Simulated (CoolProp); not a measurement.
The fluoroketone C6F12O (FK-5-1-12) along the isobar 4.54 bar: Z from the reference equation and from simpler models built on Tc = 441.8 K, pc = 18.69 bar, ω = 0.471; each cubic takes its own stable root.

Values from CoolProp's reference Helmholtz-energy equation of state, McLinden 2015.

```json
[
 {"T (K)": "221.9", "phase": "liquid", "reference": "0.04280"},
 {"T (K)": "249.7", "phase": "liquid", "reference": "0.03968"},
 {"T (K)": "277.5", "phase": "liquid", "reference": "0.03736"},
 {"T (K)": "305.3", "phase": "liquid", "reference": "0.03572"},
 {"T (K)": "333.1", "phase": "liquid", "reference": "0.03470"},
 {"T (K)": "360.9", "phase": "liquid", "reference": "0.03438"},
 {"T (K)": "388.8", "phase": "gas", "reference": "0.8453"},
 {"T (K)": "416.6", "phase": "gas", "reference": "0.8857"},
 {"T (K)": "444.4", "phase": "gas", "reference": "0.9126"},
 {"T (K)": "472.2", "phase": "gas", "reference": "0.9317"},
 {"T (K)": "500", "phase": "gas", "reference": "0.9459"}
]
```

Problem. How far does each simpler model (van der Waals, Redlich-Kwong, Soave-Redlich-Kwong, Peng-Robinson) lie from the reference over these 11 states: mean and median of the absolute difference, and the worst?

Solution. 
- van der Waals: mean 456.7 %, median 70.6 %, worst +2424.1 % at 360.9 K and 4.54 bar
- Redlich-Kwong: mean 218.8 %, median 16.0 %, worst +2317.1 % at 360.9 K and 4.54 bar
- Soave-Redlich-Kwong: mean 5.8 %, median 9.4 %, worst +11.5 % at 360.9 K and 4.54 bar
- Peng-Robinson: mean 1.6 %, median 1.0 %, worst -3.2 % at 305.3 K and 4.54 bar

At some of these states van der Waals, Redlich-Kwong gives the other phase, because its saturation line lies elsewhere.
